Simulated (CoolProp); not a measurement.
A closed Brayton cycle with nitrogen: compressor inlet 319.15 K and 1.6 MPa, high pressure 4.1 MPa, turbine inlet 825 K, compressor efficiency 0.85, turbine efficiency 0.9, recuperator effectiveness 0.9 (on enthalpy, no pinch check). Each further row changes one setting.

Values from CoolProp's reference Helmholtz-energy equation of state, Span 2000.

```json
[
 {"case": "as stated", "thermal efficiency (%)": "30.4", "net work (kJ/kg)": "64.2", "compressor to turbine work": "0.65", "compressor exit (K)": "435.3", "turbine exit (K)": "659.3"},
 {"case": "turbine inlet 775 K", "thermal efficiency (%)": "27.0", "net work (kJ/kg)": "52.8", "compressor to turbine work": "0.70", "compressor exit (K)": "435.3", "turbine exit (K)": "617.9"},
 {"case": "compressor inlet 329.15 K", "thermal efficiency (%)": "28.8", "net work (kJ/kg)": "60.3", "compressor to turbine work": "0.67", "compressor exit (K)": "448.8", "turbine exit (K)": "659.3"},
 {"case": "high pressure 3.48 MPa", "thermal efficiency (%)": "31.4", "net work (kJ/kg)": "58.7", "compressor to turbine work": "0.62", "compressor exit (K)": "412.8", "turbine exit (K)": "685.7"},
 {"case": "recuperator effectiveness 0.5", "thermal efficiency (%)": "20.9", "net work (kJ/kg)": "64.2", "compressor to turbine work": "0.65", "compressor exit (K)": "435.3", "turbine exit (K)": "659.3"}
]
```
